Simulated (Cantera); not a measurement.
A Cantera script and what it prints.

```python
import numpy as np
import cantera as ct

gas_names = """
    C CH CH2 CH3 CH2OH CH3O CH4 CH3OH CN CO CO2 COOH C2 C2H CHCO,ketyl C2H2,acetylene C2H2,vinylidene
    CH2CO,ketene C2H3,vinyl CH3CN CH3CO,acetyl C2H4 C2H4O,ethylen CH3CHO,ethanal CH3COOH (HCOOH)2 C2H5
    C2H6 CH3OCH3 C2H5OH CCN CNC C2N2 C2O C3 C3H3,propargyl C3H4,allene C3H4,propyne C3H4,cyclo-
    C3H5,allyl C3H6,propylene C3H6,cyclo- C3H6O C3H7,n-propyl C3H7,i-propyl C3H8 C3H8O,1propanol
    C3H8O,2propanol C3O2 C4 C4H2 C4H4,1,3-cyclo- C4H6,butadiene C4H6,2-butyne C4H6,cyclo- C4H8,1-butene
    C4H8,cis2-buten C4H8,tr2-butene C4H8,isobutene C4H8,cyclo- (CH3COOH)2 C4H9,n-butyl C4H9,i-butyl
    C4H9,s-butyl C4H9,t-butyl C4H10,isobutane C4H10,n-butane C4N2 C5 C5H6,1,3cyclo- C5H8,cyclo-
    C5H10,1-pentene C5H10,cyclo- C5H11,pentyl C5H11,t-pentyl C5H12,n-pentane C5H12,i-pentane
    CH3C(CH3)2CH3 C6H2 C6H5,phenyl C6H5O,phenoxy C6H6 C6H5OH,phenol C6H10,cyclo- C6H12,1-hexene
    C6H12,cyclo- C6H13,n-hexyl C7H7,benzyl C7H8 C7H8O,cresol C7H14,1-heptene C7H15,n-heptyl
    C7H16,n-heptane C8H8,styrene C8H10,ethylbenz C8H16,1-octene C8H17,n-octyl C8H18,isooctane
    C8H18,n-octane C9H19,n-nonyl C10H8,naphthale C10H21,n-decyl C12H9,o-bipheny C12H10,bipheny H HCN HCO
    HCCN HNC HNCO HNO HNO2 HNO3 HO2 H2 HCHO,formaldehy HCOOH H2O H2O2 N NCO NH NH2 NH3 NH2OH NO NO2 NO3
    N2 N2H2 N2H4 N2O O OH O2 O3
""".split()
cond_names = """
    C(gr) C6H6(L) C7H8(L) C8H18(L),n-octa H2O(s) H2O(L)
""".split()


def load(file, names, dense=False):
    # The tables refer to 1 bar. Condensed volumes are neglected.
    table = {s.name: s for s in ct.Species.list_from_file(file)}
    out = []
    for n in names:
        d = dict(table[n].input_data)
        d["thermo"] = dict(d["thermo"], **{"reference-pressure": 1e5})
        if dense:
            d["equation-of-state"] = {"model": "constant-volume", "density": "1e6 g/cm^3"}
        out.append(ct.Species.from_dict(d))
    return out


gas = ct.Solution(thermo="ideal-gas", species=load("nasa_gas.yaml", gas_names))
cond = {s.name: ct.Solution(thermo="fixed-stoichiometry", species=[s], name=s.name)
        for s in load("nasa_condensed.yaml", cond_names, dense=True)}
atoms = {
    'n-butane': {'C': 4, 'H': 10},
    'CO2': {'C': 1, 'O': 2},
    'N2': {'N': 2},
    'H2': {'H': 2},
}
top_T = {'C(gr)': 4500}  # K; cautious upper limits of use, not melting points


def equilibrate(T, P, feed):
    n = {}
    for name, mol in feed.items():
        for a, k in atoms[name].items():
            n[a] = n.get(a, 0.0) + k * mol
    gas.TPX = T, P, n
    mass = sum(n.values()) * gas.mean_molecular_weight
    gas.equilibrate("TP")
    valid = [c for c in cond.values() if c.min_temp <= T <= top_T.get(c.name, c.max_temp)]
    mix = ct.Mixture([(gas, mass / gas.mean_molecular_weight)] + [(c, 0.0) for c in valid])
    mix.T, mix.P = T, P
    mix.equilibrate("TP", solver="vcs", rtol=1e-11, max_steps=5000)
    return mix


results = []
feed = {'n-butane': 1, 'CO2': 0.036, 'N2': 41, 'H2': 1.1}  # mol
T = 2225  # K
P = 1500000  # Pa
mix = equilibrate(T, P, feed)
results.append((T, P, feed, dict(zip(mix.species_names, mix.species_moles))))
print(gas.report(threshold=1e-05))
for i in range(1, mix.n_phases):
    print(f"{mix.phase(i).name:16s} {mix.phase_moles(i):12.5e} mol")
```

Output:

```
       temperature   2225 K
          pressure   1.5e+06 Pa
           density   2.0104 kg/m^3
  mean mol. weight   24.794 kg/kmol
   phase of matter   gas

                          1 kg             1 kmol
                     ---------------   ---------------
          enthalpy         2.657e+06        6.5878e+07  J
   internal energy        1.9108e+06        4.7378e+07  J
           entropy            9269.4        2.2983e+05  J/K
    Gibbs function       -1.7967e+07       -4.4549e+08  J
 heat capacity c_p            1470.9             36471  J/K
 heat capacity c_v            1135.6             28156  J/K

                      mass frac. Y      mole frac. X     chem. pot. / RT
                     ---------------   ---------------   ---------------
               CH4        3.6446e-05        5.6328e-05           -41.428
                CO         0.0017237         0.0015258           -37.823
    C2H2,acetylene         0.0003781        0.00036004           -25.211
              C2N2        2.2017e-05        1.0491e-05            -30.74
                 H         2.382e-05        0.00058593           -9.6075
               HCN          0.011583          0.010627           -24.978
               HNC        0.00094951        0.00087111           -24.978
                H2           0.00998           0.12274           -19.215
                N2           0.97529            0.8632           -24.745
     [ +127 minor]        1.7545e-05        2.0235e-05

C(gr)             3.38309e+00 mol
```

These are equilibrium values from Cantera (NASA tables, ideal gas, pure condensed phases), not measurements of a reactor.
